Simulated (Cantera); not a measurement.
An adiabatic, constant-volume homogeneous reactor starts with C₃H₈ : O₂ : N₂ = 1 : 9.8 : 36.9 (molar parts), equivalence ratio 0.51, at 1175 K and 1000000 Pa. Integrator tolerance rtol = 1e-08.

Model: GRI-Mech 3.0 (53 species, 325 reactions), integrated in Cantera. GRI-Mech 3.0 was tuned for natural gas; its chemistry of propane as a main component is partial and can be far from experiment.

What does this change do: C3H8 1 to 1.6 parts?


```csv
quantity,before,after
time of steepest temperature rise,2.26 ms,2.46 ms
temperature at 6.00 s,2490 K,2907 K
equilibrium temperature,2490 K,2907 K
x(C₃H₈) at 6.00 s,<1e-12 (gas-phase equilibrium <1e-12),<1e-12 (gas-phase equilibrium <1e-12)
x(O₂) at 6.00 s,0.0903 (gas-phase equilibrium 0.0903),0.0342 (gas-phase equilibrium 0.0342)
x(C₂H₄) at 6.00 s,<1e-12 (gas-phase equilibrium <1e-12),<1e-12 (gas-phase equilibrium <1e-12)
x(C₂H₆) at 6.00 s,<1e-12 (gas-phase equilibrium <1e-12),<1e-12 (gas-phase equilibrium <1e-12)
x(CH₄) at 6.00 s,<1e-12 (gas-phase equilibrium <1e-12),<1e-12 (gas-phase equilibrium <1e-12)
x(OH) at 6.00 s,0.00469 (gas-phase equilibrium 0.00469),0.0130 (gas-phase equilibrium 0.0130)
x(C₂H₂) at 6.00 s,<1e-12 (gas-phase equilibrium <1e-12),<1e-12 (gas-phase equilibrium <1e-12)
```

What does this change do: 1.4 parts H2 added?


| quantity | before | after |
|---|---|---|
| time of steepest temperature rise | 2.26 ms | 0.416 ms |
| temperature at 6.00 s | 2490 K | 2629 K |
| equilibrium temperature | 2490 K | 2629 K |
| x(C₃H₈) at 6.00 s | <1e-12 (gas-phase equilibrium <1e-12) | <1e-12 (gas-phase equilibrium <1e-12) |
| x(O₂) at 6.00 s | 0.0903 (gas-phase equilibrium 0.0903) | 0.0738 (gas-phase equilibrium 0.0738) |
| x(C₂H₄) at 6.00 s | <1e-12 (gas-phase equilibrium <1e-12) | <1e-12 (gas-phase equilibrium <1e-12) |
| x(C₂H₆) at 6.00 s | <1e-12 (gas-phase equilibrium <1e-12) | <1e-12 (gas-phase equilibrium <1e-12) |
| x(CH₄) at 6.00 s | <1e-12 (gas-phase equilibrium <1e-12) | <1e-12 (gas-phase equilibrium <1e-12) |
| x(OH) at 6.00 s | 0.00469 (gas-phase equilibrium 0.00469) | 0.00764 (gas-phase equilibrium 0.00764) |
| x(C₂H₂) at 6.00 s | <1e-12 (gas-phase equilibrium <1e-12) | <1e-12 (gas-phase equilibrium <1e-12) |
